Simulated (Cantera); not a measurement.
Feed: 1 mol borazine, 0.071 mol H₂O, equilibrated at 11.0 Pa.

These are equilibrium values from Cantera (NASA tables, ideal gas, pure condensed phases), not measurements of a reactor. Candidate condensed phases: B, BN, B₂O₃, B₃O₃H₃, H₂O; 39 gas species. The feed counts by its element totals alone. The tables' values for BH₂ are old estimates; treat these amounts as uncertain. Equilibrium is a limit: real reactors are often held back by kinetics, nucleation or transport. All values below are at 2000 K.

Base state: H₂ 0.563, N₂ 0.305, H 0.116, BO 0.0106, HBO 0.00354, B 0.00121, BH₂ 0.000264, B₂O 0.000156 (mole fractions); condensed: B(s).

What changes in the equilibrium state with this change: borazine replaced by B₂O₃?


```csv
species,before,after
B₂O₃,5.94e-9,0.790
HBO₂,5.03e-8,0.111
BO₂,1.25e-9,0.0465
H₂,0.563,0.00198
N₂,0.305,0
H,0.116,0.00691
BO,0.0106,0.0380
O,<1e-9,0.00143
B,0.00121,<1e-9
OH,<1e-9,0.000564
O₂,<1e-9,0.000506
"B(s), mol",2.92,0
```

What changes in the equilibrium state with this change: pressure from 11.0 Pa to 0.460 bar?


```json
[
 {"species": "H₂", "before": "0.563", "after": "0.966"},
 {"species": "HBO", "before": "0.00354", "after": "0.0185"},
 {"species": "N₂", "before": "0.305", "after": "0.0110"},
 {"species": "H", "before": "0.116", "after": "0.00236"},
 {"species": "BO", "before": "0.0106", "after": "0.000655"},
 {"species": "B", "before": "0.00121", "after": "4.43e-8"},
 {"species": "B₂O₃", "before": "5.94e-9", "after": "0.000160"},
 {"species": "HBO₂", "before": "5.03e-8", "after": "0.000445"},
 {"species": "H₂O", "before": "4.45e-8", "after": "0.000129"},
 {"species": "B(s), mol", "before": "2.92", "after": "0"},
 {"species": "BN(s), mol", "before": "0", "after": "2.93"}
]
```
